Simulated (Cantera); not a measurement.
Input (Python, Cantera) and output of one run.

```python
import numpy as np
import cantera as ct

gas_names = """
    CL CL2 H HCL H2 Si SiCL SiCL2 SiCL3 SiCL4 SiH SiHCL3 SiH2 SiH2CL2 SiH3 SiH3CL SiH4 Si2 Si3
""".split()
cond_names = """
    Si(cr) Si(L)
""".split()


def load(file, names, dense=False):
    # The tables refer to 1 bar. Condensed volumes are neglected.
    table = {s.name: s for s in ct.Species.list_from_file(file)}
    out = []
    for n in names:
        d = dict(table[n].input_data)
        d["thermo"] = dict(d["thermo"], **{"reference-pressure": 1e5})
        if dense:
            d["equation-of-state"] = {"model": "constant-volume", "density": "1e6 g/cm^3"}
        out.append(ct.Species.from_dict(d))
    return out


gas = ct.Solution(thermo="ideal-gas", species=load("nasa_gas.yaml", gas_names))
cond = {s.name: ct.Solution(thermo="fixed-stoichiometry", species=[s], name=s.name)
        for s in load("nasa_condensed.yaml", cond_names, dense=True)}
atoms = {
    'SiH2Cl2': {'Si': 1, 'H': 2, 'CL': 2},
    'H2': {'H': 2},
    'Cl2': {'CL': 2},
}
top_T = {}  # K; cautious upper limits of use, not melting points


def equilibrate(T, P, feed):
    n = {}
    for name, mol in feed.items():
        for a, k in atoms[name].items():
            n[a] = n.get(a, 0.0) + k * mol
    gas.TPX = T, P, n
    mass = sum(n.values()) * gas.mean_molecular_weight
    gas.equilibrate("TP")
    valid = [c for c in cond.values() if c.min_temp <= T <= top_T.get(c.name, c.max_temp)]
    mix = ct.Mixture([(gas, mass / gas.mean_molecular_weight)] + [(c, 0.0) for c in valid])
    mix.T, mix.P = T, P
    mix.equilibrate("TP", solver="vcs", rtol=1e-11, max_steps=5000)
    return mix


results = []
feed = {'SiH2Cl2': 1, 'H2': 46, 'Cl2': 0.019}  # mol
P = 77000  # Pa
for T in [1125, 1150, 1175, 1200, 1225, 1250, 1275, 1300, 1325, 1350]:
    mix = equilibrate(T, P, feed)
    results.append((T, P, feed, dict(zip(mix.species_names, mix.species_moles))))
    x = sorted(zip(gas.X, gas.species_names), reverse=True)
    print(f"T = {T:g} K  P = {P:g} Pa  gas = {mix.phase_moles(0):.4g} mol")
    print("   x: " + "  ".join(f"{s} {v:.3e}" for v, s in x if v > 0.001))
    print("   condensed (mol): " + ("  ".join(f"{mix.phase(i).name} {mix.phase_moles(i):.4g}"
          for i in range(1, mix.n_phases) if mix.phase_moles(i) > 1e-12) or "none"))
```

Output:

```
T = 1125 K  P = 77000 Pa  gas = 47.63 mol
   x: H2 9.772e-01  HCL 1.399e-02  SiHCL3 4.080e-03  SiCL4 3.363e-03
   condensed (mol): Si(cr) 0.579
T = 1150 K  P = 77000 Pa  gas = 47.66 mol
   x: H2 9.757e-01  HCL 1.600e-02  SiHCL3 3.728e-03  SiCL4 3.011e-03
   condensed (mol): Si(cr) 0.6036
T = 1175 K  P = 77000 Pa  gas = 47.69 mol
   x: H2 9.741e-01  HCL 1.808e-02  SiHCL3 3.355e-03  SiCL4 2.642e-03
   condensed (mol): Si(cr) 0.6285
T = 1200 K  P = 77000 Pa  gas = 47.73 mol
   x: H2 9.725e-01  HCL 2.019e-02  SiHCL3 2.970e-03  SiCL4 2.266e-03
   condensed (mol): Si(cr) 0.6533
T = 1225 K  P = 77000 Pa  gas = 47.77 mol
   x: H2 9.710e-01  HCL 2.225e-02  SiHCL3 2.580e-03  SiCL4 1.895e-03  SiCL2 1.244e-03
   condensed (mol): Si(cr) 0.6771
T = 1250 K  P = 77000 Pa  gas = 47.81 mol
   x: H2 9.695e-01  HCL 2.423e-02  SiHCL3 2.197e-03  SiCL4 1.543e-03  SiCL2 1.523e-03
   condensed (mol): Si(cr) 0.6995
T = 1275 K  P = 77000 Pa  gas = 47.84 mol
   x: H2 9.681e-01  HCL 2.605e-02  SiHCL3 1.833e-03  SiCL2 1.817e-03  SiCL4 1.222e-03
   condensed (mol): Si(cr) 0.7197
T = 1300 K  P = 77000 Pa  gas = 47.87 mol
   x: H2 9.668e-01  HCL 2.767e-02  SiCL2 2.111e-03  SiHCL3 1.497e-03
   condensed (mol): Si(cr) 0.7374
T = 1325 K  P = 77000 Pa  gas = 47.9 mol
   x: H2 9.658e-01  HCL 2.906e-02  SiCL2 2.395e-03  SiHCL3 1.200e-03
   condensed (mol): Si(cr) 0.7523
T = 1350 K  P = 77000 Pa  gas = 47.92 mol
   x: H2 9.649e-01  HCL 3.021e-02  SiCL2 2.659e-03
   condensed (mol): Si(cr) 0.7643
```

Method: chemical equilibrium by Gibbs-energy minimisation in Cantera with the NASA 1993 tables (ideal gas, pure condensed phases). The tables' values for SiCl3 are old estimates; treat these amounts as uncertain.
